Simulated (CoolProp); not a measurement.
Vapour-liquid equilibrium of cyclopropane (1) + R134a (2) at 1.6 MPa; x and y are mole fractions of (1).

The numbers come from the multi-fluid Helmholtz-energy mixture model, Polt 1992 and Tillner-Roth 1994; pair parameters Bell 2016 in CoolProp. This equation is an older, rougher fit; its heat capacities, sound speeds and derivatives of the liquid may be far off and weren't checked against measurements.

```
x     bubble temperature, mixture model (K)  bubble temperature, Raoult's law (K)  y, mixture model  y, Raoult's law
----  -------------------------------------  ------------------------------------  ----------------  ---------------
0.05                                  328.5                                 331.0             0.088            0.050
0.2                                   323.0                                 331.0             0.288            0.201
0.35                                      ?                                 331.0             0.419            0.351
0.5                                       ?                                 331.0             0.515            0.501
0.65                                  319.6                                 330.9             0.603            0.651
0.8                                   321.6                                 330.9             0.712            0.801
0.95                                  327.3                                 330.9                 ?            0.950
```

### Question
Complete the blanks.

### Answer

- 0.35, bubble temperature, mixture model (K): 320.2
- 0.5, bubble temperature, mixture model (K): 319.2
- 0.95, y, mixture model: 0.899

The largest gap from Raoult's law is -11.8 K in bubble temperature, at x = 0.5. y crosses x between x = 0.5 and 0.65: the model has an azeotrope there.

Pair parameters are fitted to limited data, so mixtures are less certain than the pure fluids.
